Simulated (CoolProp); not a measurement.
Vapour-liquid equilibrium of methanol (1) + water (2) at 294.8 K; x and y are mole fractions of (1).

Model: multi-fluid Helmholtz-energy mixture model, de Reuck 1993 and Wagner 2002; pair parameters Bell 2016, in CoolProp.

```tsv
x	bubble pressure (MPa)	y at the bubble point	dew pressure at overall composition x (MPa)	liquid density (mol/L)
0.05	0.003743	0.335	0.002717	52.77
0.125	0.005203	0.555	0.002936	49.17
0.2	0.006419	0.664	0.003186	45.91
0.275	0.007446	0.731	0.003475	42.97
0.35	0.008332	0.777	0.003817	40.29
0.425	0.009116	0.812	0.004231	37.84
0.5	0.009830	0.841	?	35.61
0.575	0.01050	0.867	0.005391	33.56
0.65	0.01115	?	0.006230	31.68
0.725	0.01178	?	0.007343	29.94
0.8	0.01243	?	?	?
0.875	0.01309	0.959	0.01073	26.86
0.95	0.01377	0.983	?	?
```

### Question
Fill in the missing entries.

### Answer

- 0.5, dew pressure at overall composition x (MPa): 0.004743
- 0.65, y at the bubble point: 0.890
- 0.725, y at the bubble point: 0.913
- 0.8, y at the bubble point: 0.935
- 0.8, dew pressure at overall composition x (MPa): 0.008830
- 0.8, liquid density (mol/L): 28.34
- 0.95, dew pressure at overall composition x (MPa): 0.01284
- 0.95, liquid density (mol/L): 25.49

No azeotrope shows between x = 0.05 and 0.95.

The pair parameters rest on a limited set of measurements; away from them the model extrapolates.
